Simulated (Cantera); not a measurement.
Feed: 1 mol AlCl3, 28 mol N2O, 1.7 mol H2, at 2173 K and 32000 Pa.

Method: chemical equilibrium by Gibbs-energy minimisation in Cantera with the NASA 1993 tables (ideal gas, pure condensed phases). Candidate condensed phases: Al, AlCl3, AlN, Al2O3, H2O, NH4Cl; 45 gas species. Kinetics and transport are ignored.

Base state: N2 0.619, O2 0.278, HCl 0.0367, Cl 0.0299, H2O 0.0182, NO 0.0121, OH 0.00271, O 0.00212 (mole fractions); condensed: Al2O3(s).

What changes in the equilibrium state with this change: AlCl3 replaced by Al?


```json
[
 {"species": "N2", "before": "0.619", "after": "0.657"},
 {"species": "O2", "before": "0.278", "after": "0.286"},
 {"species": "H2O", "before": "0.0182", "after": "0.0381"},
 {"species": "HCl", "before": "0.0367", "after": "0"},
 {"species": "Cl", "before": "0.0299", "after": "0"},
 {"species": "NO", "before": "0.0121", "after": "0.0126"},
 {"species": "Cl2", "before": "0.000155", "after": "0"},
 {"species": "ClO", "before": "0.000119", "after": "0"},
 {"species": "H2", "before": "5.85e-5", "after": "0.000121"},
 {"species": "Al2O3(s), mol", "before": "0.500", "after": "0.500"}
]
```
Gases not in the tables: Al(OH)3.

What changes in the equilibrium state with this change: temperature from 2173 K to 1050 K?


```
species          before     after
-------------  --------  --------
N2                0.619     0.635
O2                0.278     0.293
HCl              0.0367    0.0467
Cl               0.0299  0.000144
NO               0.0121   5.59e-5
Cl2            0.000155    0.0106
H2O              0.0182    0.0152
O               0.00212     <1e-9
H               6.53e-5     <1e-9
H2              5.85e-5     <1e-9
OH              0.00271   1.64e-7
ClO            0.000119   2.41e-6
Al2O3(s), mol     0.500     0.500
```
